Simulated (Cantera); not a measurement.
Feed: 1 mol Fe, a varied amount of CO₂, 49 mol H₂, at 875 K and 13300 Pa.

These are equilibrium values from Cantera (NASA tables, ideal gas, pure condensed phases), not measurements of a reactor. Candidate condensed phases: C, C₆H₆, C₇H₈, C₈H₁₈, Fe, Fe(CO)₅, FeO, Fe(OH)₂, Fe(OH)₃, Fe₂O₃, Fe₃O₄, H₂O; 114 gas species. Kinetics and transport are ignored.

log p: log10 of the partial pressure in bar; n: condensed amount in mol.

```
n(CO₂) (mol)  log p H₂   log p H₂O   log p CH₄    log p CO   log p CO₂  n Fe(α)
------------  --------  ----------  ----------  ----------  ----------  -------
0.011            -0.88       -4.23       -4.53       -6.38       -9.31     1.00
0.016            -0.88       -4.06       -4.37       -6.06       -8.83     1.00
0.022            -0.88       -3.93       -4.23       -5.79       -8.42     1.00
0.027            -0.88       -3.84       -4.15       -5.61       -8.15     1.00
0.033            -0.88       -3.75       -4.06       -5.44       -7.90     1.00
0.038            -0.88  (withheld)       -4.01  (withheld)  (withheld)     1.00
0.044            -0.88       -3.63  (withheld)  (withheld)  (withheld)     1.00
0.049            -0.88       -3.59       -3.90       -5.11       -7.40     1.00
0.054            -0.88       -3.55       -3.86       -5.03       -7.28     1.00
0.06             -0.88       -3.50       -3.82       -4.94       -7.14     1.00
```

Q: What belongs in the gaps?

A: 
- 0.044, log p CH₄: -3.95
- 0.044, log p CO: -5.20
- 0.044, log p CO₂: -7.53
- 0.038, log p H₂O: -3.69
- 0.038, log p CO: -5.32
- 0.038, log p CO₂: -7.72
